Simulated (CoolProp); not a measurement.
Saturation properties of cyclopentane.

The numbers come from the reference Helmholtz-energy equation of state, Gedanitz 2015 in CoolProp.

```json
[
 {"T (K)": "303.7", "p (kPa)": "52.45", "liquid cp (kJ/(kg K))": "1.838", "vapour Z": "0.9783"},
 {"T (K)": "332.1", "p (kPa)": "___", "liquid cp (kJ/(kg K))": "1.986", "vapour Z": "0.9562"},
 {"T (K)": "360.4", "p (kPa)": "304.6", "liquid cp (kJ/(kg K))": "___", "vapour Z": "0.9230"},
 {"T (K)": "388.8", "p (kPa)": "593.7", "liquid cp (kJ/(kg K))": "2.319", "vapour Z": "0.8768"},
 {"T (K)": "417.1", "p (kPa)": "1048", "liquid cp (kJ/(kg K))": "2.512", "vapour Z": "0.8163"},
 {"T (K)": "445.4", "p (kPa)": "___", "liquid cp (kJ/(kg K))": "2.758", "vapour Z": "___"},
 {"T (K)": "473.8", "p (kPa)": "___", "liquid cp (kJ/(kg K))": "3.200", "vapour Z": "___"},
 {"T (K)": "502.1", "p (kPa)": "4005", "liquid cp (kJ/(kg K))": "___", "vapour Z": "___"}
]
```

Task: What belongs in the gaps?

Result: 
- 332.1, p (kPa): 137.9
- 360.4, liquid cp (kJ/(kg K)): 2.146
- 445.4, p (kPa): 1720
- 445.4, vapour Z: 0.7378
- 473.8, p (kPa): 2676
- 473.8, vapour Z: 0.6323
- 502.1, liquid cp (kJ/(kg K)): 5.939
- 502.1, vapour Z: 0.4591

It boils at 322.4 K under 1 atm.
